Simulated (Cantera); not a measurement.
Gas mixture: 100 % O2, at 500000 Pa, frozen composition.

Cantera's kinetic-theory transport with the Lennard-Jones parameters of GRI-Mech 3.0, ideal gas; thermal conductivity in the multicomponent form.

D: mixture-averaged diffusion coefficient of that species in the mixture.

```csv
T (K),ρ (kg/m³),cp (J/kg/K),μ (µPa s),λ (mW/m/K),Pr,D (cm²/s) O,D (cm²/s) H2,D (cm²/s) N2
400,4.81,941.4,25.6,33.9,0.712,0.110,…,0.0700
600,3.21,1003,34.1,48.1,0.710,0.220,…,0.140
800,2.41,1055,41.4,61.5,0.710,0.356,…,0.227
1000,1.92,1090,47.9,73.7,0.709,0.517,…,0.330
1200,1.60,1114,54.0,84.9,0.708,0.699,…,0.447
1400,1.37,1134,59.7,95.6,0.708,0.903,…,0.578
```

Problem. Fill in the missing entries.

Solution. 
- 400, D (cm²/s) H2: 0.267
- 600, D (cm²/s) H2: 0.527
- 800, D (cm²/s) H2: 0.851
- 1000, D (cm²/s) H2: 1.23
- 1200, D (cm²/s) H2: 1.67
- 1400, D (cm²/s) H2: 2.15
